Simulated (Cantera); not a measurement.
Input: 1 mol Fe3O4, 350 mol H2, held at 1625 K and 58.0 mbar.

Equilibrium computed with Cantera from the NASA thermochemical tables; the gas is ideal and each condensed phase is pure. Candidate condensed phases: Fe, FeO, Fe(OH)2, Fe(OH)3, Fe2O3, Fe3O4, H2O; 12 gas species. Rates play no part.

**Question.** What is the equilibrium state?

**Answer.** x(H2): 0.988
x(H2O): 0.0114
x(H): 0.000291
x(Fe): 2.99e-5
n(Fe(γ)): 2.99 mol
gas amount: 350.1 mol
